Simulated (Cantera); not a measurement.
Feed: 1 mol SiH2Cl2, 52 mol H2, at 1548 K and 1.00 bar.

Cantera equilibrium calculation (NASA polynomials, part measured and part estimated; ideal gas, pure solids and liquids). Candidate condensed phases: Si; 19 gas species. The tables' values for SiCl3 are old estimates; treat these amounts as uncertain. Kinetics and transport are ignored.

Base state: H2 0.967, HCl 0.0298, SiCl2 0.00306, SiCl3 0.000172, SiHCl3 0.000107, SiH2Cl2 6.88e-5, H 3.03e-5, SiCl4 2.69e-5 (mole fractions); condensed: Si(s).

Task: What changes in the equilibrium state with this change: temperature from 1548 K to 1225 K?

Result: 
```json
[
 {"species": "H2", "before": "0.967", "after": "0.974"},
 {"species": "HCl", "before": "0.0298", "after": "0.0198"},
 {"species": "SiHCl3", "before": "0.000107", "after": "0.00235"},
 {"species": "H", "before": "3.03e-5", "after": "3.08e-7"},
 {"species": "SiCl4", "before": "2.69e-5", "after": "0.00153"},
 {"species": "SiH2Cl2", "before": "6.88e-5", "after": "0.000482"},
 {"species": "SiCl2", "before": "0.00306", "after": "0.000980"},
 {"species": "Si(s), mol", "before": "0.814", "after": "0.688"}
]
```
